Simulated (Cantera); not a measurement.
# Thermodynamics of silicon epitaxy and polysilicon growth, feed SiH2Cl2 + H2 + HCl

A closed system holds: 1 mol SiH2Cl2, a varied amount of H2, 2.7 mol HCl, at 1052 °C and 3.15 Torr.

These are equilibrium values from Cantera (NASA tables, ideal gas, pure condensed phases), not measurements of a reactor. Candidate condensed phases: Si; 19 gas species. The tables' values for SiCl3 are old estimates; treat these amounts as uncertain. Rates play no part.

| n(H2) (mol) | x H2 | x HCl | x SiCl2 | x SiCl3 | x H | x SiHCl3 | x SiCl4 | n Si(s) |
|---|---|---|---|---|---|---|---|---|
| 82 | 0.951 | 0.0430 | 0.00533 | 0.000137 | 2.46e-5 | 2.15e-5 | 1.90e-5 | 0.523 |
| 100 | 0.959 | 0.0368 | 0.00387 | 8.46e-5 | 2.47e-5 | 1.34e-5 | 1.00e-5 | 0.583 |
| 130 | 0.968 | 0.0297 | 0.00250 | 4.39e-5 | 2.48e-5 | 6.99e-6 | 4.19e-6 | 0.655 |
| 170 | 0.975 | 0.0237 | 0.00157 | 2.20e-5 | 2.49e-5 | 3.50e-6 | 1.66e-6 | 0.720 |
| 220 | 0.980 | 0.0189 | 0.000997 | 1.11e-5 | 2.50e-5 | 1.77e-6 | 6.66e-7 | 0.773 |
| 280 | 0.984 | 0.0152 | 0.000643 | 5.73e-6 | 2.50e-5 | 9.19e-7 | 2.77e-7 | 0.815 |
| 360 | 0.987 | 0.0121 | 0.000404 | 2.85e-6 | 2.51e-5 | 4.58e-7 | 1.09e-7 | 0.851 |
| 450 | 0.990 | 0.00980 | 0.000266 | 1.52e-6 | 2.51e-5 | 2.45e-7 | 4.73e-8 | 0.878 |
| 580 | 0.992 | 0.00771 | 0.000164 | 7.38e-7 | 2.51e-5 | 1.19e-7 | 1.80e-8 | 0.903 |
| 740 | 0.994 | 0.00610 | 0.000103 | 3.66e-7 | 2.52e-5 | 5.90e-8 | 7.07e-9 | 0.923 |
| 950 | 0.995 | 0.00480 | 6.33e-5 | 1.77e-7 | 2.52e-5 | 2.85e-8 | 2.69e-9 | 0.939 |
x: gas mole fraction; n: condensed amount in mol.

From 82 mol H2 to 950 mol H2 the condensed part is Si(s). The main Si-bearing gas is SiCl2 throughout. The share of Si in condensed phases is highest at 950 mol H2 (93.9 %) and lowest at 82 mol H2 (52.3 %).
